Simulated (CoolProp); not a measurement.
Vapour-liquid equilibrium of isobutene (1) + acetone (2) at 392 kPa; x and y are mole fractions of (1).

Values from CoolProp's multi-fluid Helmholtz-energy mixture model, Lemmon 2005 and Lemmon 2006; pair parameters Bell 2016.

Q: Give the bubble temperature and the first vapour's composition at x = 0.2, 0.275, 0.875. Is there an azeotrope?

A: x = 0.2: 63.0 °C, y = 0.707; x = 0.275: 55.7 °C, y = 0.782; x = 0.875: 36.3 °C, y = 0.956. No azeotrope shows between x = 0.05 and 0.95.

The pair parameters rest on a limited set of measurements; away from them the model extrapolates.
